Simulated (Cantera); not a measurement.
An isothermal plug-flow reactor at 475 K and 2.96 atm (inlet), inlet velocity 4.6 m/s, active area per volume 770 1/m; feed H₂ : O₂ : N₂ = 0.0021 : 0.097 : 0.79 (molar parts), equivalence ratio 0.011.

Model: Deutschmann's 1995 Pt surface mechanism with GRI-Mech 3.0 gas chemistry, integrated in Cantera. Catalytic surfaces can have several steady states; this one follows from the mechanism file's or the stated starting coverage. Mass transfer to the wall is taken as infinitely fast.

```tsv
quantity	before	after
x(H₂) at z = 0.0053 m	0.00138	0.00292
x(O₂) at z = 0.0053 m	0.109	0.231
x(H₂O) at z = 0.0053 m	0.000988	0.00210
θ(free Pt) at the exit	0.0179	0.0179
θ(O*) at the exit	0.966	0.959
θ(OH*) at the exit	0.0157	0.0227
```

Which change was made?
A. pressure from 2.96 atm to 7.80 atm
B. N2 0.79 to 0.32 parts
C. pressure from 2.96 atm to 0.938 atm
D. O2 0.097 to 0.18 parts

B, N2 0.79 to 0.32 parts
